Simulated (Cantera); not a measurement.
Mixture: CH₄ : O₂ : N₂ = 1 : 1 : 3.76 (molar parts), at 900000 Pa, adiabatic and at constant pressure. Ignition delay is the time to a rise of 400 K.

Computed with Cantera and GRI-Mech 3.0 (53 species, 325 reactions).

What does this change do: pressure from 900000 Pa to 100000 Pa?


```json
[
 {"quantity": "delay at 1300 K", "before": "2.36 ms", "after": "17.2 ms"},
 {"quantity": "delay at 1400 K", "before": "0.790 ms", "after": "4.94 ms"},
 {"quantity": "delay at 1500 K", "before": "0.284 ms", "after": "1.59 ms"},
 {"quantity": "delay at 1600 K", "before": "0.109 ms", "after": "0.589 ms"},
 {"quantity": "delay at 1700 K", "before": "45.4 µs", "after": "0.252 ms"},
 {"quantity": "delay at 1800 K", "before": "20.6 µs", "after": "0.123 ms"},
 {"quantity": "delay at 1900 K", "before": "10.4 µs", "after": "67.5 µs"},
 {"quantity": "apparent activation energy between 1700 and 1900 K", "before": "200 kJ/mol", "after": "180 kJ/mol"}
]
```
